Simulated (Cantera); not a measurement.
An adiabatic, constant-volume homogeneous reactor starts with CO : H2 : O2 : N2 = 1 : 0.34 : 0.744 : 5.29 (molar parts), equivalence ratio 0.90, at 1675 K and 4.70 bar. Integrator tolerance rtol = 1e-08.

Model: GRI-Mech 3.0 (53 species, 325 reactions), integrated in Cantera. The hydrogen kinetics of GRI-Mech 3.0 are dated; newer H2 mechanisms differ, most at raised pressure.

Q: How do the results move with these cheaper or finer settings: rtol 1e-08 to 0.01?

A: 
```tsv
setting	time of steepest temperature rise	temperature at 4.00 s	equilibrium temperature	x(CO) at 4.00 s	integrator steps
as above	4.40 µs	2823 K	2823 K	0.0418	1215
rtol 1e-08 to 0.01	10.9 µs	2823 K	2823 K	0.0418	316
```
